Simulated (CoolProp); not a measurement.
Saturation properties of R1234ze(E) (Tc = 382.5 K, pc = 3635 kPa, ω = 0.313).

Computed with CoolProp (reference Helmholtz-energy equation of state, Thol 2016).

```
T (K)  p (kPa)  liquid density (kg/m³)  enthalpy of vaporisation (kJ/kg)  liquid cp (kJ/(kg K))  vapour viscosity (µPa s)  liquid conductivity (mW/(m K))
-----  -------  ----------------------  --------------------------------  ---------------------  ------------------------  ------------------------------
173.7   0.3879                    1499                             239.4                  1.217                      7.10                             123
190.6    2.011                    1457                             229.9                  1.218                      7.80                             116
207.5    7.581                    1415                             220.9                  1.227                      8.51                             109
224.5    22.65                    1372                             211.9                  1.242                      9.22                             102
241.4    56.10                    1328                             202.8                  1.262                      9.94                            95.1
258.3    120.8                    1282                             193.2                  1.289                      10.7                            88.6
275.3    234.2                    1234                             182.8                  1.323                      11.4                            82.3
292.2    414.7                    1182                             171.3                  1.367                      12.2                            76.3
309.2    687.4                    1126                             158.2                  1.426                      13.0                            70.5
326.1     1074                    1062                             142.8                  1.511                      13.9                            65.1
```

It boils at 254.2 K under 1 atm.

Viscosity comes from a separate model (Bell 2016), an estimate that may be off by 10 % or more. Thermal conductivity comes from a separate model (Perkins 2011).
